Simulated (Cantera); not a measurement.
**SiH2Cl2 + N2 (silicon nitride deposition)**

A closed system holds: 1 mol SiH2Cl2, 56 mol N2, at 75.0 Torr.

Method: chemical equilibrium by Gibbs-energy minimisation in Cantera with the NASA 1993 tables (ideal gas, pure condensed phases). Candidate condensed phases: NH4Cl, Si, Si3N4; 28 gas species. N2 is the only nitrogen source here; it is nearly inert below about 1500 K, so the nitride shown seldom forms there in practice. The tables' values for SiCl3 are old estimates; treat these amounts as uncertain. Equilibrium is a limit: real reactors are often held back by kinetics, nucleation or transport.

```tsv
T (°C)	log p N2	log p HCl	log p H2	log p SiCl2	log p SiCl4	log p SiCl3	log p Cl	n Si3N4(s)
450	-1.01	-2.67	-3.17	<-13	-3.47	-9.82	<-13	0.269
550	-1.01	-2.63	-3.23	-11.31	-3.53	-8.40	-12.14	0.277
650	-1.01	-2.61	-3.28	-9.38	-3.58	-7.29	-10.60	0.283
750	-1.01	-2.60	-3.32	-7.84	-3.62	-6.40	-9.35	0.288
850	-1.01	-2.58	-3.35	-6.58	-3.66	-5.67	-8.33	0.291
950	-1.01	-2.58	-3.38	-5.54	-3.70	-5.07	-7.47	0.293
1050	-1.01	-2.57	-3.39	-4.67	-3.76	-4.59	-6.75	0.291
1150	-1.01	-2.58	-3.37	-3.98	-3.93	-4.25	-6.16	0.280
1250	-1.02	-2.61	-3.28	-3.51	-4.31	-4.14	-5.70	0.250
1350	-1.02	-2.68	-3.15	-3.23	-4.91	-4.26	-5.37	0.207
1450	-1.02	-2.79	-3.04	-3.07	-5.61	-4.48	-5.12	0.162
```
log p: log10 of the partial pressure in bar; n: condensed amount in mol.

From 450 °C to 1450 °C the condensed part is Si3N4(s). The main Si-bearing gas is SiCl4 at 450 °C and SiCl2 at 1450 °C. The share of Si in condensed phases is highest at 950 °C (87.8 %) and lowest at 1450 °C (48.5 %).
